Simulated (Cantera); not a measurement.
A perfectly stirred reactor is fed with 28.4 % CH₄, 59.7 % H₂O, 11.9 % H₂, at 11300 Torr; it is held at 1900 K, and followed from long to short residence time.

Cantera simulation using GRI-Mech 3.0 (53 species, 325 reactions); the numbers are that mechanism's predictions, not measurements. The pressure lies above the range GRI-Mech 3.0 was tuned for (to about 10 atm).

Q: Predict: x(CH₄) at τ = 1.70 s; x(H₂O) at τ = 1.70 s; x(H₂) at τ = 1.70 s; x(CO₂) at τ = 1.70 s; x(CH₄) at τ = 41.0 ms; x(H₂O) at τ = 41.0 ms; x(H₂) at τ = 41.0 ms; x(CO₂) at τ = 41.0 ms; x(C₂H) at τ = 41.0 ms.

A: 
```
Item                    Result
---------------------  -------
x(CH₄) at τ = 1.70 s   0.00371
x(H₂O) at τ = 1.70 s     0.193
x(H₂) at τ = 1.70 s      0.625
x(CO₂) at τ = 1.70 s    0.0122
x(CH₄) at τ = 41.0 ms   0.0304
x(H₂O) at τ = 41.0 ms    0.269
x(H₂) at τ = 41.0 ms     0.549
x(CO₂) at τ = 41.0 ms   0.0139
x(C₂H) at τ = 41.0 ms  5.51e-8
```
